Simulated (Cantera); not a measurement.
An isothermal, constant-pressure homogeneous reactor starts with 46.0 % H₂, 30.7 % O₂, 20.2 % N₂, 3.07 % H₂O, at 750 K and 88000 Pa.

Detailed kinetics in Cantera: GRI-Mech 3.0 (53 species, 325 reactions). Below about 950 K walls govern HO2 and H2O2 in real vessels. The temperature is held fixed by assumption; the heat of reaction is taken as removed at once.

x: mole fraction; the columns are a selection and need not sum to one.

```tsv
t (s)	x H₂	x O₂	x H₂O	x HO₂	x O	x NO	x H₂O₂
0.000900	0.460	0.307	0.0307	1.77e-11	<1e-12	<1e-12	<1e-12
0.00419	0.460	0.307	0.0307	8.27e-11	<1e-12	<1e-12	<1e-12
0.0195	0.460	0.307	0.0307	3.86e-10	<1e-12	<1e-12	2.13e-11
0.0911	0.460	0.307	0.0307	1.82e-9	<1e-12	<1e-12	4.69e-10
0.424	0.460	0.307	0.0307	8.97e-9	<1e-12	<1e-12	1.05e-8
1.98	0.460	0.307	0.0307	5.41e-8	<1e-12	<1e-12	2.74e-7
9.21	0.460	0.307	0.0307	2.86e-7	<1e-12	<1e-12	7.51e-6
42.9	0.460	0.306	0.0311	[?]	3.79e-12	<1e-12	[?]
200	0.433	0.294	[?]	[?]	3.49e-11	<1e-12	[?]
```

What belongs in the gaps?


- 42.9, x HO₂: 1.34e-6
- 42.9, x H₂O₂: 0.000172
- 200, x H₂O: 0.0643
- 200, x HO₂: 4.92e-6
- 200, x H₂O₂: 0.00224
